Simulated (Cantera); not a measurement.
A perfectly stirred reactor is fed with H2 : O2 = 0.072 : 1 (molar parts), at 3.83 Torr; it is held at 1250 K, and followed from long to short residence time.

Computed with Cantera and the H2/O2 subset of GRI-Mech 3.0, which has no nitrogen chemistry. Radical loss at walls, strong at low pressure, is not modelled. The temperature is held fixed by assumption; the heat of reaction is taken as removed at once.

x: mole fraction; the columns are a selection and need not sum to one.

```csv
τ (s),x H2,x O2,x O,x H2O2,x HO2,x OH,x H2O
4.1,0.000235,0.924,0.00529,3.34e-8,7.58e-7,[?],0.0678
1.9,0.000371,0.921,0.00842,3.76e-8,9.28e-7,[?],0.0670
0.87,0.000574,0.915,0.0131,4.09e-8,1.09e-6,[?],0.0657
0.40,0.000851,0.909,0.0192,4.31e-8,1.23e-6,[?],0.0640
0.19,0.00119,0.901,0.0259,4.42e-8,1.33e-6,[?],0.0619
0.086,0.00164,0.893,0.0322,4.54e-8,1.40e-6,[?],0.0596
0.040,0.00225,0.889,0.0361,4.79e-8,1.45e-6,[?],0.0574
0.018,0.00338,0.886,0.0373,5.35e-8,1.48e-6,[?],0.0550
0.0085,0.00538,0.887,0.0359,6.31e-8,1.52e-6,[?],0.0520
0.0039,0.00937,0.890,0.0321,7.72e-8,1.53e-6,0.00735,0.0472
0.0018,0.0168,0.896,0.0261,9.08e-8,1.48e-6,[?],0.0398
```

Question: Fill in the missing entries.

Answer: 
- 4.1, x OH: 0.00194
- 1.9, x OH: 0.00245
- 0.87, x OH: 0.00304
- 0.40, x OH: 0.00367
- 0.19, x OH: 0.00425
- 0.086, x OH: 0.00480
- 0.040, x OH: 0.00528
- 0.018, x OH: 0.00584
- 0.0085, x OH: 0.00652
- 0.0018, x OH: 0.00796
